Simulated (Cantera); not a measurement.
Source: NASA polynomial tables (part measured, part estimated), evaluated in Cantera. Values are per mole of reaction as written; species without (g) are pure solids or liquids, kept so even where they would boil at 1 bar.

2 BN + 3 H₂(g) → 2 B + 2 NH₃(g), with ΔH° = 409.9 kJ and ΔS° = -24.6 J/K at 300 K.

Q: How far is the shortcut ΔG° ≈ ΔH°(300 K) − T·ΔS°(300 K) from the full temperature-dependent value at 1450, 1650, 1850, 2050, 2250 K?

A: 
```tsv
T (K)	shortcut (kJ)	full (kJ)	difference (kJ)	difference in log10 K
1450	445.6	475.9	-30.3	1.09
1650	450.5	488.3	-37.8	1.20
1850	455.4	500.8	-45.3	1.28
2050	460.4	513.3	-52.9	1.35
2250	465.3	525.7	-60.4	1.40
```
The shortcut ignores the heat-capacity change of the reaction.
